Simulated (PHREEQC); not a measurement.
## Spent oxide etchant

A solution holds 0.074 mol NH4HF2, 0.041 mol H2SiF6 and 0.033 mol HCl per kg of water, at 8.9 °C. Closed to the air; pH follows from the charge balance.

All values are PHREEQC results (ion-association model, phreeqc.dat), not measurements.

Each row changes one thing in this solution. This is a speciation only: nothing precipitates in the calculation.

| case | pH | ionic strength (mol/kgw) | HF (mol/kgw) | F- (mol/kgw) | HF2- (mol/kgw) | NH3 (mol/kgw) |
|---|---|---|---|---|---|---|
| as made | 1.41 | 0.163 | 0.139 | 0.00454 | 0.00206 | 2.23e-10 |
| 0.03 mol/kgw HBr added | 1.22 | 0.190 | [?] | 0.00302 | 0.00139 | 1.38e-10 |
| H2SiF6 from 0.041 to 0.0082 mol/kgw | 2.26 | [?] | 0.109 | 0.0230 | 0.00817 | 1.72e-9 |
| H2SiF6 left out | 2.51 | 0.0777 | 0.0929 | 0.0343 | 0.0104 | 3.09e-9 |
| HCl left out | 1.76 | 0.136 | 0.131 | 0.00926 | 0.00395 | 5.11e-10 |

Problem. What belongs in the gaps?

Solution. 
- 0.03 mol/kgw HBr added, HF (mol/kgw): 0.142
- H2SiF6 from 0.041 to 0.0082 mol/kgw, ionic strength (mol/kgw): 0.0888

At this temperature some constants are extrapolated from 25 °C, and those without enthalpy data are left unchanged. SiF6-2 is the database's only silicon fluoride.
